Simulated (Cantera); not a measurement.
Cantera run, input and output.

```python
import numpy as np
import cantera as ct

gas = ct.Solution("gri30.yaml")
gas.TPX = 1125, 25, {'C3H8': 1, 'H2': 69}
reactor = ct.IdealGasConstPressureReactor(gas, energy="off", clone=False)
net = ct.ReactorNet([reactor])
net.rtol, net.atol = 1e-08, 1e-18
show = ['C3H8', 'H2', 'CH2', 'CH4', 'C2H']
times = np.geomspace(8e-06, 9, 13)

steps = ct.SolutionArray(gas, extra=["t"])
rows = []
print(f"{'t/s':>10s}{'T/K':>9s}{'P/Pa':>11s}" + "".join(f"{s:>11s}" for s in show))
for t in times:
    while net.time < t:
        t_next = net.step()
        steps.append(gas.state, t=t_next)
    rows.append([np.interp(t, steps.t, y) for y in (steps.T, steps.P, *steps(*show).X.T)])
    print(f"{t:10.3e}{rows[-1][0]:9.1f}{rows[-1][1]:11.4g}" + "".join(f"{x:11.3e}" for x in rows[-1][2:]))
rate = np.gradient(steps.T, steps.t)
print("integrator steps:", len(steps.t))
if steps.T.max() > steps.T[0] + 200:
    print(f"time of steepest temperature rise: {steps.t[rate.argmax()]:.4e} s")
gas.TPX = 1125, 25, {'C3H8': 1, 'H2': 69}
gas.equilibrate("TP")
print(f"equilibrium (TP): T = {gas.T:.1f} K  " + "  ".join(f"{s} {gas[s].X[0]:.3e}" for s in show))
```

Result:

```
       t/s      T/K       P/Pa       C3H8         H2        CH2        CH4        C2H
 8.000e-06   1125.0         25  1.429e-02  9.857e-01  6.866e-23  6.041e-13  1.116e-40
 2.555e-05   1125.0         25  1.429e-02  9.857e-01  2.221e-21  6.138e-12  9.902e-38
 8.159e-05   1125.0         25  1.429e-02  9.857e-01  7.353e-20  6.261e-11  8.403e-35
 2.605e-04   1125.0         25  1.429e-02  9.857e-01  2.468e-18  6.344e-10  5.072e-32
 8.320e-04   1125.0         25  1.429e-02  9.857e-01  8.940e-17  6.396e-09  2.275e-29
 2.657e-03   1125.0         25  1.428e-02  9.857e-01  3.673e-15  6.325e-08  8.867e-27
 8.485e-03   1125.0         25  1.428e-02  9.857e-01  1.643e-13  6.140e-07  5.436e-24
 2.710e-02   1125.0         25  1.427e-02  9.857e-01  6.746e-12  6.574e-06  6.187e-21
 8.653e-02   1125.0         25  1.417e-02  9.856e-01  1.788e-10  8.090e-05  3.554e-18
 2.763e-01   1125.0         25  1.329e-02  9.847e-01  2.290e-09  9.018e-04  1.394e-15
 8.825e-01   1125.0         25  6.849e-03  9.782e-01  1.316e-08  7.278e-03  5.023e-13
 2.818e+00   1125.0         25  1.468e-04  9.717e-01  2.579e-09  1.419e-02  7.778e-12
 9.000e+00   1125.0         25  1.896e-06  9.717e-01  1.765e-10  1.437e-02  4.082e-12
integrator steps: 622
equilibrium (TP): T = 1125.0 K  C3H8 1.631e-13  H2 9.763e-01  CH2 3.836e-13  CH4 5.995e-03  C2H 4.147e-12
```

Computed with Cantera and GRI-Mech 3.0 (53 species, 325 reactions). GRI-Mech 3.0 was tuned for natural gas; its chemistry of propane as a main component is partial and can be far from experiment. GRI-Mech 3.0 stops at C3 and has no aromatics, soot or wall deposition, so with more carbon than oxygen in the feed, carbon stays in small species such as C2H2 where larger ones or solid carbon would form. Radical loss at walls, strong at low pressure, is not modelled.
